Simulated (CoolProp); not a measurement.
Cyclohexane along the isobar 197 bar: Z from the reference equation and from simpler models built on Tc = 553.6 K, pc = 40.81 bar, ω = 0.209; each cubic takes its own stable root.

Model: reference Helmholtz-energy equation of state, Zhou 2014, in CoolProp.

```csv
T (K),phase,reference
428.1,liquid,0.6880
452.1,liquid,0.6731
476.1,liquid,0.6617
500.1,liquid,0.6538
524.1,liquid,0.6493
548,liquid,0.6482
572,supercritical,0.6506
596,supercritical,0.6568
620,supercritical,0.6668
```

Question: How far does each simpler model (van der Waals, Redlich-Kwong, Soave-Redlich-Kwong) lie from the reference over these 9 states: mean and median of the absolute difference, and the worst?

Answer: 
- van der Waals: mean 37.9 %, median 38.7 %, worst +46.9 % at 428.1 K and 197 bar
- Redlich-Kwong: mean 6.0 %, median 6.3 %, worst +6.6 % at 428.1 K and 197 bar
- Soave-Redlich-Kwong: mean 5.7 %, median 5.5 %, worst +7.5 % at 620 K and 197 bar
